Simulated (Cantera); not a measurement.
Charge: 1 mol Ta(OEt)5, 2 mol O2, 230 mol H2, equilibrated at 1900 °C and 2.60 Pa.

These are equilibrium values from Cantera (NASA tables, ideal gas, pure condensed phases), not measurements of a reactor. The feed counts by its element totals alone. TaC: taken at fixed stoichiometry. Condensed phases not in the tables: Ta2C. Kinetics and transport are ignored.

```tsv
species	before	after
H2	0.386	0.960
CO	0.0253	0.0357
H	0.589	0.00470
CH4	<1e-9	1.63e-5
H2O	4.91e-9	3.44e-5
TaC(s), mol	1.000	1.00
```
Gas species are given as mole fractions.

### Question
What was changed between the two runs?
A) temperature from 1900 °C to 527 °C
B) pressure from 2.60 Pa to 101000 Pa
C) O2 from 2 to 0.53 mol
D) O2 from 2 to 3.2 mol

### Answer
B, pressure from 2.60 Pa to 101000 Pa
